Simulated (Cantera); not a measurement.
Charge: 1 mol CH3Cl, 0.59 mol CH4, 0.09 mol H2, at 600 K and 13.0 Pa.

These are equilibrium values from Cantera (NASA tables, ideal gas, pure condensed phases), not measurements of a reactor. Candidate condensed phases: C, C6H6, C7H8, C8H18; 91 gas species. Rates play no part.

Base state: H2 0.687, HCl 0.308, CH4 0.00578 (mole fractions); condensed: C(graphite).

Q: What changes in the equilibrium state with this change: temperature from 600 K to 2173 K?

A: 
| species | before | after |
|---|---|---|
| H2 | 0.687 | 0.462 |
| H | <1e-9 | 0.288 |
| HCl | 0.308 | 0.172 |
| Cl | <1e-9 | 0.0781 |
| C2H2 (acetylene) | <1e-9 | 0.00102 |
| CH4 | 0.00578 | 7.72e-9 |
| C(graphite), mol | 1.57 | 1.58 |
